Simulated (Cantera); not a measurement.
Input: 1 mol Al(CH₃)₃, 6.7 mol O₂, 740 mol N₂, equilibrated at 1627 °C and 0.645 Torr.

Method: chemical equilibrium by Gibbs-energy minimisation in Cantera with the NASA 1993 tables (ideal gas, pure condensed phases). Candidate condensed phases: Al, AlN, Al₂O₃, C, C₆H₆, C₇H₈, C₈H₁₈, H₂O; 148 gas species. The feed counts by its element totals alone. Equilibrium is a limit: real reactors are often held back by kinetics, nucleation or transport.

Base state: N₂ 0.987, H₂O 0.00489, CO₂ 0.00269, O₂ 0.00146, CO 0.00131, H 0.000645, H₂ 0.000568, NO 0.000535 (mole fractions); condensed: Al₂O₃(s).

Problem. What changes in the equilibrium state with this change: O₂ from 6.7 to 17 mol?

Solution. 
```csv
species,before,after
N₂,0.987,0.973
O₂,0.00146,0.0134
H₂O,0.00489,0.00513
NO,0.000535,0.00161
O,0.000389,0.00118
H₂,0.000568,0.000197
"Al₂O₃(s), mol",0.500,0.500
```

Problem. What changes in the equilibrium state with this change: pressure from 0.645 Torr to 10.0 Torr?

Solution. 
| species | before | after |
|---|---|---|
| N₂ | 0.987 | 0.988 |
| H₂O | 0.00489 | 0.00565 |
| CO₂ | 0.00269 | 0.00348 |
| CO | 0.00131 | 0.000523 |
| H | 0.000645 | 9.75e-5 |
| O | 0.000389 | 8.18e-5 |
| H₂ | 0.000568 | 0.000201 |
| OH | 0.000456 | 0.000225 |
| O₂ | 0.00146 | 0.00100 |
| Al₂O₃(s), mol | 0.500 | 0.500 |

Problem. What changes in the equilibrium state with this change: N₂ from 740 to 17 mol?

Solution. 
```tsv
species	before	after
N₂	0.987	0.666
H₂O	0.00489	0.169
CO₂	0.00269	0.107
O₂	0.00146	0.0322
CO	0.00131	0.0111
OH	0.000456	0.00580
H₂	0.000568	0.00418
O	0.000389	0.00182
NO	0.000535	0.00206
Al₂O₃(s), mol	0.500	0.500
```
